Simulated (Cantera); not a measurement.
Charge: 1 mol TiO2, 0.43 mol Al2O3, 0.53 mol O2, held at 2025 K and 1.33 mbar.

Method: chemical equilibrium by Gibbs-energy minimisation in Cantera with the NASA 1993 tables (ideal gas, pure condensed phases). Candidate condensed phases: Al, Al2O3, Ti, TiO, TiO2, Ti2O3, Ti3O5, Ti4O7; 12 gas species. Mutual solubility and eutectic melting of coexisting phases are not modelled. Condensed phases not in the tables: mixed aluminates and titanates, alloys, solid solutions and most ternary compounds. Equilibrium is a limit: real reactors are often held back by kinetics, nucleation or transport.

**Question.** What is the equilibrium state?

**Answer.** 
```json
{
 "x(O2)": "0.978",
 "x(O)": "0.0219",
 "x(TiO2)": "0.000254",
 "n(Al2O3(s))": "0.430 mol",
 "n(TiO2(rutile))": "1.000 mol",
 "gas_amount": "0.5360 mol",
 "log10 activity of Ti4O7(l) (absent)": "-2.31",
 "log10 activity of Ti3O5(s) (absent)": "-2.61",
 "log10 activity of Ti2O3(s) (absent)": "-3.22"
}
```
